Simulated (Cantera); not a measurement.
Cantera run:

```python
import numpy as np
import cantera as ct

gas_names = """
    Cs CsO CsOH Cs2 Cs2O Cs2O2H2 H HO2 H2 H2O H2O2 O OH O2 O3
""".split()
cond_names = """
    Cs(cr) Cs(L) CsOH(a) CsOH(b) CsOH(c) CsOH(L) H2O(s) H2O(L)
""".split()


# ... load() reads the species with a 1 bar reference pressure and builds the phases ...
atoms = {
    'CsOH': {'Cs': 1, 'O': 1, 'H': 1},
    'H2': {'H': 2},
    'O2': {'O': 2},
}
top_T = {}  # K; cautious upper limits of use, not melting points


# ... equilibrate(T, P, feed) seeds the gas with the atoms and calls Mixture.equilibrate('TP', solver="vcs", rtol=1e-11, max_steps=5000) ...
results = []
T = 1298  # K
P = 190  # Pa
for m in [0.42, 0.65, 1, 1.5, 2.4, 3.7, 5.7, 8.8, 14]:
    feed = {'CsOH': 1, 'H2': 1.3, 'O2': m}  # mol
    mix = equilibrate(T, P, feed)
    results.append((T, P, feed, dict(zip(mix.species_names, mix.species_moles))))

top = {s: max(r[3][s] / sum(r[3][g] for g in gas_names) for r in results) for s in gas_names}
cols = sorted((s for s in top if top[s] > 1e-06), key=lambda s: -top[s])[:9]
seen = [c for c in cond_names if any(r[3].get(c, 0) > 1e-12 for r in results)]
print("log10 of partial pressures in bar; condensed amounts in mol")
print(f"{'n(O2)':>10s}" + "".join(f"{s[:9]:>10s}" for s in cols + seen))
for T, P, feed, n in results:
    ng = sum(n[g] for g in gas_names)
    print(f"{feed['O2']:10.4g}" + "".join(f"{np.log10(max(n[s] / ng * P / 1e5, 1e-99)):10.3f}" for s in cols)
          + "".join(f"{n.get(c, 0):10.4g}" for c in seen))
```

It prints:

```
log10 of partial pressures in bar; condensed amounts in mol
     n(O2)        O2       H2O      CsOH        H2        Cs        OH   Cs2O2H2         H         O
      0.42   -13.191    -3.078    -3.211    -3.559    -3.761    -9.156    -7.742    -7.750   -13.364
      0.65    -6.057    -2.969    -3.085    -7.017    -5.473    -7.318    -7.490    -9.479    -9.796
         1    -3.600    -3.031    -3.145    -8.307    -6.116    -6.735    -7.610   -10.124    -8.568
       1.5    -3.290    -3.106    -3.220    -8.537    -6.231    -6.695    -7.760   -10.239    -8.413
       2.4    -3.086    -3.215    -3.329    -8.749    -6.337    -6.698    -7.978   -10.344    -8.311
       3.7    -2.965    -3.336    -3.450    -8.930    -6.427    -6.729    -8.220   -10.435    -8.251
       5.7    -2.884    -3.474    -3.588    -9.108    -6.517    -6.777    -8.496   -10.524    -8.210
       8.8    -2.829    -3.626    -3.741    -9.289    -6.607    -6.840    -8.801   -10.614    -8.183
        14    -2.790    -3.802    -3.917    -9.484    -6.705    -6.918    -9.153   -10.712    -8.163
```

Cantera equilibrium calculation (NASA polynomials, part measured and part estimated; ideal gas, pure solids and liquids).
